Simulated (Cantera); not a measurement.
Input (Python, Cantera) and output of one run.

```python
import numpy as np
import cantera as ct

gas_names = [...]  # 116 gases of nasa_gas.yaml made of C, H, Mg, O
cond_names = """
    C(gr) C6H6(L) C7H8(L) C8H18(L),n-octa H2O(s) H2O(L) Mg(cr) Mg(L) MgCO3(s) MgO(s) MgO(L) MgO2H2(s)
""".split()


# ... load() reads the species with a 1 bar reference pressure and builds the phases ...
atoms = {
    'MgO': {'Mg': 1, 'O': 1},
    'CO': {'C': 1, 'O': 1},
    'H2': {'H': 2},
}
top_T = {'C(gr)': 4500}  # K; cautious upper limits of use, not melting points


# ... equilibrate(T, P, feed) seeds the gas with the atoms and calls Mixture.equilibrate('TP', solver="vcs", rtol=1e-11, max_steps=5000) ...
results = []
feed = {'MgO': 1, 'CO': 1.9, 'H2': 14}  # mol
P = 88  # Pa
for T in [1273, 1323, 1373, 1423, 1473, 1523, 1573, 1623, 1673, 1723, 1773, 1823, 1873, 1923]:
    mix = equilibrate(T, P, feed)
    results.append((T, P, feed, dict(zip(mix.species_names, mix.species_moles))))

top = {s: max(r[3][s] / sum(r[3][g] for g in gas_names) for r in results) for s in gas_names}
cols = sorted((s for s in top if top[s] > 1e-05), key=lambda s: -top[s])[:5]
seen = [c for c in cond_names if any(r[3].get(c, 0) > 1e-12 for r in results)]
print("log10 of partial pressures in bar; condensed amounts in mol")
print(f"{'T/K':>10s}" + "".join(f"{s[:9]:>10s}" for s in cols + seen))
for T, P, feed, n in results:
    ng = sum(n[g] for g in gas_names)
    print(f"{T:10.4g}" + "".join(f"{np.log10(max(n[s] / ng * P / 1e5, 1e-99)):10.3f}" for s in cols)
          + "".join(f"{n.get(c, 0):10.4g}" for c in seen))
```

Output:

```
log10 of partial pressures in bar; condensed amounts in mol
       T/K        H2        CO        Mg       H2O         H    MgO(s)
      1273    -3.111    -3.978    -7.549    -7.580    -7.702    0.9995
      1323    -3.111    -3.978    -7.171    -7.201    -7.355    0.9988
      1373    -3.111    -3.978    -6.823    -6.850    -7.033    0.9973
      1423    -3.111    -3.978    -6.499    -6.524    -6.733    0.9943
      1473    -3.112    -3.979    -6.198    -6.221    -6.454    0.9885
      1523    -3.112    -3.979    -5.917    -5.939    -6.192    0.9781
      1573    -3.114    -3.980    -5.655    -5.675    -5.948    0.9599
      1623    -3.116    -3.981    -5.410    -5.429    -5.718    0.9293
      1673    -3.119    -3.983    -5.181    -5.199    -5.503    0.8797
      1723    -3.125    -3.986    -4.966    -4.983    -5.301    0.8016
      1773    -3.133    -3.991    -4.766    -4.782    -5.113    0.6823
      1823    -3.146    -3.998    -4.579    -4.594    -4.936    0.5046
      1873    -3.164    -4.008    -4.405    -4.420    -4.772    0.2467
      1923    -3.182    -4.018    -4.290    -4.306    -4.617         0
```

Equilibrium computed with Cantera from the NASA thermochemical tables; the gas is ideal and each condensed phase is pure. The tables' values for MgH are old estimates; treat these amounts as uncertain.
